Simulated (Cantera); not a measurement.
Charge: 1 mol Pb, 1.3 mol H₂, 0.89 mol N₂, at 5.70 Torr.

Method: chemical equilibrium by Gibbs-energy minimisation in Cantera with the NASA 1993 tables (ideal gas, pure condensed phases). Candidate condensed phases: Pb; 11 gas species. Rates play no part.

### Question
At 1223 K, list the 3 most abundant gas species with their mole fractions, and the condensed phases.

### Answer
H₂ 0.523, N₂ 0.358, Pb 0.119. Condensed: Pb(l).
